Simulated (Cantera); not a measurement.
# N2O furnace oxynitridation

A perfectly stirred reactor is fed with 55.2 % N₂O, 0.127 % H₂, 44.7 % N₂, at 570 Torr; it is held at 1500 K, and followed from long to short residence time.

Model: GRI-Mech 3.0 (53 species, 325 reactions), integrated in Cantera. GRI-Mech 3.0 was tuned for natural gas; its chemistry of N2O as a main component is partial and can be far from experiment. The temperature is held fixed by assumption; the heat of reaction is taken as removed at once.

```csv
τ (s),x N₂O,x H₂,x N₂,x NO,x O,x H₂O
5.4,0.00327,3.36e-7,0.768,0.0270,1.03e-5,0.000987
2.3,0.00722,6.30e-7,0.761,0.0360,1.46e-5,0.000987
0.95,0.0160,1.21e-6,0.750,0.0469,2.08e-5,0.000989
0.40,0.0337,2.32e-6,0.734,0.0574,2.86e-5,0.000994
0.17,0.0675,4.53e-6,0.710,0.0646,3.78e-5,0.00101
0.070,0.130,9.38e-6,0.671,0.0646,4.75e-5,0.00103
0.029,0.227,2.01e-5,0.618,0.0543,5.55e-5,0.00106
0.012,0.340,4.36e-5,0.558,0.0369,6.08e-5,0.00109
0.0051,0.434,9.10e-5,0.509,0.0208,6.34e-5,0.00109
0.0021,0.495,0.000187,0.477,0.00988,6.45e-5,0.00101
0.00089,0.526,0.000351,0.461,0.00442,6.44e-5,0.000860
```
x: mole fraction; the columns are a selection and need not sum to one.
